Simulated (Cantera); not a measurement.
Input (Python, Cantera) and output of one run.

```python
import numpy as np
import cantera as ct

gas_names = """
    CL CL2 H HCL H2 N NH NH2 NH3 N2 N2H2 N2H4 Si SiCL SiCL2 SiCL3 SiCL4 SiH SiHCL3 SiH2 SiH2CL2 SiH3
    SiH3CL SiH4 SiN Si2 Si2N Si3
""".split()
cond_names = """
    NH4CL(a) NH4CL(b) Si(cr) Si(L) Si3N4(a)
""".split()


# ... load() reads the species with a 1 bar reference pressure and builds the phases ...
atoms = {
    'SiHCl3': {'Si': 1, 'H': 1, 'CL': 3},
    'N2': {'N': 2},
    'H2': {'H': 2},
    'NH3': {'N': 1, 'H': 3},
}
top_T = {'Si3N4(a)': 2400}  # K; cautious upper limits of use, not melting points


# ... equilibrate(T, P, feed) seeds the gas with the atoms and calls Mixture.equilibrate('TP', solver="vcs", rtol=1e-11, max_steps=5000) ...
results = []
feed = {'SiHCl3': 1, 'N2': 96, 'H2': 13, 'NH3': 49}  # mol
T = 998.15  # K
P = 160  # Pa
mix = equilibrate(T, P, feed)
results.append((T, P, feed, dict(zip(mix.species_names, mix.species_moles))))
x = sorted(zip(gas.X, gas.species_names), reverse=True)
print(f"T = {T:g} K  P = {P:g} Pa  gas = {mix.phase_moles(0):.4g} mol")
print("   x: " + "  ".join(f"{s} {v:.3e}" for v, s in x if v > 0.001))
print("   condensed (mol): " + ("  ".join(f"{mix.phase(i).name} {mix.phase_moles(i):.4g}"
      for i in range(1, mix.n_phases) if mix.phase_moles(i) > 1e-12) or "none"))
```

Result:

```
T = 998.15 K  P = 160 Pa  gas = 208.3 mol
   x: N2 5.752e-01  H2 4.104e-01  HCL 1.440e-02
   condensed (mol): Si3N4(a) 0.3333
```

Equilibrium computed with Cantera from the NASA thermochemical tables; the gas is ideal and each condensed phase is pure.
